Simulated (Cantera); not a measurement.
**Silicon nitride deposition: trisilylamine + N₂**

A closed system holds: 1 mol trisilylamine, a varied amount of N₂, equilibrated at 10.0 mbar.

Cantera equilibrium calculation (NASA polynomials, part measured and part estimated; ideal gas, pure solids and liquids). Candidate condensed phases: Si, Si₃N₄; 18 gas species. The feed counts by its element totals alone. Mutual solubility and eutectic melting of coexisting phases are not modelled. The numbers say what is thermodynamically allowed, not how fast it happens.

Problem. Map the stable condensed phases over T = 1375, 1400, 1425, 1450, 1475, 1500, 1525, 1550, 1575, 1600 °C and n(N₂) in mol = 2.2, 3, 4.2, 5.7, 7.9, 11, 15, 21, 29, 40.

Solution. 
```
T in °C \ n(N₂) in mol
         2.2   3 4.2 5.7 7.9  11  15  21  29  40
   1600    A   A   A   A   A   A   A   A   A   A
   1575    A   A   A   A   A   A   A   A   A   A
   1550    A   A   A   A   A   A   A   A   A   A
   1525    A   A   A   A   A   A   A   A   B   B
   1500    A   A   A   C   B   B   B   B   B   B
   1475    C   C   B   B   B   B   B   B   B   B
   1450    C   B   B   B   B   B   B   B   B   B
   1425    C   B   B   B   B   B   B   B   B   B
   1400    B   B   B   B   B   B   B   B   B   B
   1375    B   B   B   B   B   B   B   B   B   B
```
A: Si; B: Si₃N₄; C: Si + Si₃N₄.
